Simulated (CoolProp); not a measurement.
Vapour-liquid equilibrium of fluoroethane (R161) (1) + R1234yf (2) at 1.38 MPa; x and y are mole fractions of (1).

Model: multi-fluid Helmholtz-energy mixture model, Wu 2012 and Lemmon 2022; pair parameters Bell 2016, in CoolProp.

Problem. Give the bubble temperature and the first vapour's composition at x = 0.35, 0.65, 0.85. Is there an azeotrope?

Solution. x = 0.35: 47.0 °C, y = 0.402; x = 0.65: 43.5 °C, y = 0.692; x = 0.85: 41.6 °C, y = 0.869. No azeotrope shows between x = 0.05 and 0.95.

The pair parameters rest on a limited set of measurements; away from them the model extrapolates.
